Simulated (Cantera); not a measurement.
A closed system holds: 1 mol B, 2.3 mol N2, held at 1.40 mbar.

Cantera equilibrium calculation (NASA polynomials, part measured and part estimated; ideal gas, pure solids and liquids). Candidate condensed phases: B, BN; 5 gas species. N2 is the only nitrogen source here; it is nearly inert below about 1500 K, so the nitride shown seldom forms there in practice. The numbers say what is thermodynamically allowed, not how fast it happens. All values below are at 500 °C.

Base state: N2 1.00 (mole fractions); condensed: BN(s).

Q: What changes in the equilibrium state with this change: B replaced by borazine?

A: 
```tsv
species	before	after
H2	0	0.566
N2	1.00	0.434
BN(s), mol	1.00	3.00
```
The feed counts by its element totals alone.
